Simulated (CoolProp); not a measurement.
Saturation properties of nitrogen.

The numbers come from the reference Helmholtz-energy equation of state, Span 2000 in CoolProp.

```
T (°C)   p (MPa)  liquid cp (kJ/(kg K))  liquid conductivity (mW/(m K))
-------  -------  ---------------------  ------------------------------
-198.45  0.07321                  2.030                             150
-194.95   0.1118                  2.046                             143
-191.45   0.1642                  2.066                             136
-187.95   0.2333                  2.092                             129
-184.45   0.3219                  2.126                             122
-181.05   0.4297                  2.168                             116
-177.55   0.5658                  2.223                             109
-174.05   0.7308                  2.296                             102
-170.55   0.9279                  2.393                            95.0
-167.05    1.160                  2.526                            88.1
-163.55    1.432                  2.716                            81.2
-160.05    1.747                  3.008                            74.3
-156.55    2.109                  3.505                            67.5
-153.05    2.523                  4.554                            60.8
```

It boils at -195.8 °C under 1 atm.

Thermal conductivity comes from a separate model (Lemmon 2004).
